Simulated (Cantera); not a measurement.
## Thermodynamics of tantalum, niobium, vanadium and zirconium in process gases, feed Zr + H2O

Input: 1 mol Zr, 0.065 mol H2O, equilibrated at 3.80e-6 bar.

Cantera equilibrium calculation (NASA polynomials, part measured and part estimated; ideal gas, pure solids and liquids). Candidate condensed phases: H2O, Zr, ZrO2; 12 gas species. Mutual solubility and eutectic melting of coexisting phases are not modelled. Condensed phases not in the tables: N, O or C dissolved in the metal. The numbers say what is thermodynamically allowed, not how fast it happens.

```
T (K)   x H2      x H     x ZrO      x Zr    x ZrO2       x O  n Zr(β)  n ZrO2(monoclinic)  n ZrO2(tetragonal)  n Zr(l)
-----  -----  -------  --------  --------  --------  --------  -------  ------------------  ------------------  -------
1350   0.999  0.00122  2.27e-10  1.68e-11    <1e-12    <1e-12    0.968              0.0325                   0        0
1450   0.995  0.00484   1.05e-8  6.88e-10    <1e-12    <1e-12    0.968              0.0325                   0        0
1550   0.984   0.0160   2.89e-7   1.74e-8  1.09e-11    <1e-12    0.968                   0              0.0325        0
1650   0.954   0.0455   5.29e-6   2.97e-7  4.29e-10  2.13e-12    0.968                   0              0.0325        0
1750   0.888    0.112   6.92e-5   3.66e-6   1.10e-8  5.85e-11    0.967                   0              0.0325        0
1850   0.759    0.241  0.000682   3.43e-5   1.99e-7   1.12e-9    0.967                   0              0.0325        0
1950   0.556    0.438   0.00529  0.000255   2.64e-6   1.59e-8    0.967                   0              0.0323        0
2050   0.313    0.652    0.0335   0.00156   2.72e-5   1.74e-7    0.966                   0              0.0308        0
2150   0.107    0.708     0.177   0.00794  0.000224   1.54e-6        0                   0              0.0200    0.954
```
x: gas mole fraction; n: condensed amount in mol.

From 1350 K to 1450 K the condensed part is Zr(β) + ZrO2(monoclinic). From 1550 K to 2050 K the condensed part is Zr(β) + ZrO2(tetragonal). At 2150 K the condensed part is Zr(l) + ZrO2(tetragonal).
